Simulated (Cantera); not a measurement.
## Reactions in the system H-Nb-O

Standard-state values (1 bar) from the NASA 1993 polynomials, evaluated with Cantera. Values are per mole of reaction as written; species without (g) are pure solids or liquids, kept so even where they would boil at 1 bar.

Nb2O5 + H2(g) ⇌ 2 NbO2(g) + H2O(g)

```
T (K)  ΔH° (kJ)  ΔS° (J/K)  ΔG° (kJ)  log10 K  condensed phases
-----  --------  ---------  --------  -------  ----------------
300      1257.7      466.4    1117.7  -194.61          Nb2O5(s)
575      1245.2      437.1     993.8   -90.28          Nb2O5(s)
775      1235.1      422.1     907.9   -61.19          Nb2O5(s)
975      1224.6      410.1     824.8   -44.19          Nb2O5(s)
1175     1214.0      400.2     743.8   -33.06          Nb2O5(s)
1375     1203.3      391.8     664.6   -25.25          Nb2O5(s)
1575     1192.8      384.6     587.0   -19.47          Nb2O5(s)
1775     1182.3      378.4     510.7   -15.03          Nb2O5(s)
1975     1056.6      308.5     447.2   -11.83          Nb2O5(l)
2175     1034.8      298.0     386.6    -9.28          Nb2O5(l)
2375     1013.1      288.5     328.0    -7.21          Nb2O5(l)
```
